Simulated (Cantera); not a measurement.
Thermodynamics of fluorocarbon and chlorocarbon gases, feed c-C4F8 + H2

Feed: 1 mol c-C4F8, 1.2 mol H2, held at 0.00160 bar.

These are equilibrium values from Cantera (NASA tables, ideal gas, pure condensed phases), not measurements of a reactor. Candidate condensed phases: C, C6H6, C7H8, C8H18; 95 gas species. The feed counts by its element totals alone. Gases not in the tables: C2F6 and larger saturated fluorocarbons. Equilibrium is a limit: real reactors are often held back by kinetics, nucleation or transport.

```json
[
 {"T (K)": "1948", "x F": "0.0612", "x HF": "0.573", "x CF4": "0.269", "x CF2": "0.0929", "x C3": "4.65e-9", "x H": "2.47e-6", "x CF": "0.000218", "x C": "6.02e-9", "x C2": "3.90e-10", "n C(graphite)": "2.46"},
 {"T (K)": "2048", "x F": "0.142", "x HF": "0.509", "x CF4": "0.172", "x CF2": "0.170", "x C3": "5.49e-8", "x H": "5.58e-6", "x CF": "0.000831", "x C": "5.22e-8", "x C2": "4.68e-9", "n C(graphite)": "2.36"},
 {"T (K)": "2148", "x F": "0.268", "x HF": "0.431", "x CF4": "0.0675", "x CF2": "0.226", "x C3": "5.13e-7", "x H": "1.26e-5", "x CF": "0.00245", "x C": "3.70e-7", "x C2": "4.44e-8", "n C(graphite)": "2.33"},
 {"T (K)": "2248", "x F": "0.399", "x HF": "0.375", "x CF4": "0.0140", "x CF2": "0.204", "x C3": "3.91e-6", "x H": "3.20e-5", "x CF": "0.00546", "x C": "2.20e-6", "x C2": "3.44e-7", "n C(graphite)": "2.55"},
 {"T (K)": "2348", "x F": "0.501", "x HF": "0.345", "x CF4": "0.00195", "x CF2": "0.141", "x C3": "2.49e-5", "x H": "8.99e-5", "x CF": "0.00992", "x C": "1.12e-5", "x C2": "2.23e-6", "n C(graphite)": "2.93"},
 {"T (K)": "2448", "x F": "0.571", "x HF": "0.326", "x CF4": "0.000231", "x CF2": "0.0861", "x C3": "0.000136", "x H": "0.000257", "x CF": "0.0158", "x C": "5.01e-5", "x C2": "1.24e-5", "n C(graphite)": "3.24"},
 {"T (K)": "2548", "x F": "0.612", "x HF": "0.314", "x CF4": "2.64e-5", "x CF2": "0.0491", "x C3": "0.000646", "x H": "0.000723", "x CF": "0.0231", "x C": "0.000199", "x C2": "6.01e-5", "n C(graphite)": "3.43"},
 {"T (K)": "2648", "x F": "0.631", "x HF": "0.305", "x CF4": "3.09e-6", "x CF2": "0.0272", "x C3": "0.00272", "x H": "0.00196", "x CF": "0.0316", "x C": "0.000709", "x C2": "0.000258", "n C(graphite)": "3.46"},
 {"T (K)": "2748", "x F": "0.631", "x HF": "0.294", "x CF4": "3.80e-7", "x CF2": "0.0149", "x C3": "0.0103", "x H": "0.00504", "x CF": "0.0411", "x C": "0.00231", "x C2": "0.000993", "n C(graphite)": "3.26"},
 {"T (K)": "2848", "x F": "0.611", "x HF": "0.273", "x CF4": "4.72e-8", "x CF2": "0.00792", "x C3": "0.0353", "x H": "0.0121", "x CF": "0.0506", "x C": "0.00690", "x C2": "0.00348", "n C(graphite)": "2.48"},
 {"T (K)": "2948", "x F": "0.552", "x HF": "0.226", "x CF4": "5.01e-9", "x CF2": "0.00375", "x C3": "0.104", "x H": "0.0260", "x CF": "0.0560", "x C": "0.0187", "x C2": "0.0107", "n C(graphite)": "0"},
 {"T (K)": "3048", "x F": "0.564", "x HF": "0.194", "x CF4": "6.75e-10", "x CF2": "0.00162", "x C3": "0.0954", "x H": "0.0483", "x CF": "0.0479", "x C": "0.0331", "x C2": "0.0147", "n C(graphite)": "0"},
 {"T (K)": "3148", "x F": "0.573", "x HF": "0.151", "x CF4": "9.99e-11", "x CF2": "0.000719", "x C3": "0.0818", "x H": "0.0781", "x CF": "0.0403", "x C": "0.0550", "x C2": "0.0189", "n C(graphite)": "0"}
]
```
x: gas mole fraction; n: condensed amount in mol.

From 1948 K to 2848 K the condensed part is C(graphite). From 2948 K to 3148 K nothing is condensed. The main C-bearing gas is CF4 at 1948 K and C3 at 3148 K.
